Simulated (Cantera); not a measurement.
Mixture: H2 : O2 : N2 : NO = 1 : 0.532 : 2.5 : 0.013 (molar parts), at 0.860 bar, adiabatic and at constant pressure. Ignition delay is the time to a rise of 400 K.

Cantera simulation using GRI-Mech 3.0 (53 species, 325 reactions); the numbers are that mechanism's predictions, not measurements. The mechanism lacks 2 NO + O2 → 2 NO2 and HONO, so NO2 and the effect of NO are under-described below about 1400 K. Where the delays flatten at high temperature, the 400 K rule measures the pace of heat release, not the induction time.

What does this change do: constant volume in place of constant pressure?


```tsv
quantity	before	after
delay at 1125 K	93.8 µs	89.1 µs
delay at 1225 K	56.4 µs	52.2 µs
delay at 1325 K	39.6 µs	35.1 µs
delay at 1425 K	31.5 µs	26.4 µs
delay at 1525 K	28.0 µs	22.0 µs
delay at 1625 K	27.1 µs	20.1 µs
delay at 1725 K	27.9 µs	19.8 µs
```

What does this change do: H2 1 to 1.8 parts?


```csv
quantity,before,after
delay at 1125 K,93.8 µs,98.8 µs
delay at 1225 K,56.4 µs,57.9 µs
delay at 1325 K,39.6 µs,39.5 µs
delay at 1425 K,31.5 µs,30.5 µs
delay at 1525 K,28.0 µs,26.3 µs
delay at 1625 K,27.1 µs,24.8 µs
delay at 1725 K,27.9 µs,24.9 µs
```
